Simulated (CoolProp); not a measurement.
The fluid at 298.15 K and 0.114 MPa (liquid) is heated at constant pressure to 334.1 K. The same conditions are run with several fluids, on thermodynamics alone (safety and materials aside).

Computed with CoolProp (reference Helmholtz-energy equation of state of each fluid (dodecamethylcyclohexasiloxane (D6): Colonna 2008; R113: Marx 1992; m-xylene: Zhou 2012; n-heptane: Span 2003; tetradecamethylhexasiloxane (MD4M): Thol 2019)).

| fluid | heat (kJ/kg) | final phase | final density (kg/m³) |
|---|---|---|---|
| dodecamethylcyclohexasiloxane (D6) | 57.8 | liquid | 929 |
| R113 | 174 | gas | 8.01 |
| m-xylene | 63.6 | liquid | 829 |
| n-heptane | 83.1 | liquid | 649 |
| tetradecamethylhexasiloxane (MD4M) | 63.1 | liquid | 852 |
